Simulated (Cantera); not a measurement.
A Cantera script and its output.

```python
import numpy as np
import cantera as ct

gas = ct.Solution("gri30.yaml")
gas.TPX = 775, 55000, {'CH4': 1, 'C2H6': 1.4, 'O2': 5.31, 'N2': 20}
inlet = ct.Reservoir(gas, clone=True)
gas.equilibrate("HP")  # start burning
reactor = ct.IdealGasConstPressureReactor(gas, energy="on", clone=False)
exhaust = ct.Reservoir(gas, clone=True)
tau = [0.37, 0.16, 0.066, 0.028, 0.012, 0.0051, 0.0022, 0.00094, 0.0004, 0.00017, 7.2e-05][0]
for a, b in ((inlet, reactor), (reactor, exhaust)):
    ct.MassFlowController(a, b, mdot=lambda t: reactor.mass / tau)
net = ct.ReactorNet([reactor])
show = ['CH4', 'C2H6', 'O2', 'C2H4', 'OH']

rows = []
print(f"{'tau/s':>10s}{'T/K':>9s}" + "".join(f"{s:>11s}" for s in show))
for tau in [0.37, 0.16, 0.066, 0.028, 0.012, 0.0051, 0.0022, 0.00094, 0.0004, 0.00017, 7.2e-05]:
    net.initial_time = 0.0
    net.advance(30 * tau)
    before = gas.X
    net.advance(40 * tau)
    drift = np.max(np.abs(gas.X - before) / (gas.X + 1e-9))
    rows.append([gas.T, *gas[show].X, drift])
    print(f"{tau:10.3e}{gas.T:9.1f}" + "".join(f"{x:11.3e}" for x in gas[show].X))
```

Output:

```
     tau/s      T/K        CH4       C2H6         O2       C2H4         OH
 3.700e-01   2392.2  7.733e-07  3.910e-08  5.651e-04  4.860e-08  3.630e-03
 1.600e-01   2386.6  1.538e-06  8.923e-08  6.598e-04  1.083e-07  3.880e-03
 6.600e-02   2375.7  2.891e-06  2.109e-07  8.569e-04  2.439e-07  4.346e-03
 2.800e-02   2358.5  4.962e-06  4.788e-07  1.196e-03  5.118e-07  5.023e-03
 1.200e-02   2334.6  8.341e-06  1.065e-06  1.717e-03  1.020e-06  5.853e-03
 5.100e-03   2304.9  1.467e-05  2.377e-06  2.443e-03  1.999e-06  6.719e-03
 2.200e-03   2273.5  2.748e-05  5.275e-06  3.344e-03  3.912e-06  7.428e-03
 9.400e-04   2243.0  5.646e-05  1.209e-05  4.516e-03  8.133e-06  7.855e-03
 4.000e-04   2212.7  1.280e-04  2.910e-05  6.374e-03  1.875e-05  7.859e-03
 1.700e-04   2170.3  3.318e-04  7.751e-05  1.036e-02  5.209e-05  7.171e-03
 7.200e-05   2038.7  1.490e-03  3.387e-04  2.516e-02  3.096e-04  4.254e-03
```

Cantera simulation using GRI-Mech 3.0 (53 species, 325 reactions); the numbers are that mechanism's predictions, not measurements.
